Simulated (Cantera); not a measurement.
**V + N₂ + H₂ (tantalum, niobium, vanadium and zirconium in process gases)**

A closed system holds: 1 mol V, 0.44 mol N₂, 140 mol H₂, equilibrated at 13.3 mbar.

Cantera equilibrium calculation (NASA polynomials, part measured and part estimated; ideal gas, pure solids and liquids). Candidate condensed phases: V, VN; 11 gas species. Mutual solubility and eutectic melting of coexisting phases are not modelled. VN: taken at fixed stoichiometry. Condensed phases not in the tables: V₂N, N, O or C dissolved in the metal. Kinetics and transport are ignored.

```csv
T (K),x H₂,x H,x V,x N₂,x N,n V(s),n VN(s)
1098,1.00,2.14e-7,<1e-12,1.40e-10,<1e-12,0.120,0.880
1248,1.000,4.04e-6,1.70e-12,3.74e-8,<1e-12,0.120,0.880
1398,1.000,4.10e-5,3.37e-10,2.95e-6,<1e-12,0.121,0.879
1548,1.000,0.000267,2.36e-8,9.81e-5,<1e-12,0.147,0.853
1698,0.997,0.00125,7.75e-7,0.00173,1.92e-12,0.606,0.394
1848,0.992,0.00457,1.43e-5,0.00313,4.07e-11,0.998,0
1998,0.983,0.0138,0.000168,0.00311,4.23e-10,0.976,0
2148,0.960,0.0354,0.00138,0.00307,3.17e-9,0.802,0
2298,0.911,0.0792,0.00679,0.00299,1.81e-8,0,0
2448,0.833,0.157,0.00651,0.00287,8.29e-8,0,0
2598,0.713,0.278,0.00609,0.00268,3.14e-7,0,0
2748,0.554,0.438,0.00552,0.00243,1.01e-6,0,0
```
x: gas mole fraction; n: condensed amount in mol.

From 1098 K to 1698 K the condensed part is V(s) + VN(s). From 1848 K to 2148 K the condensed part is V(s). From 2298 K to 2748 K nothing is condensed.
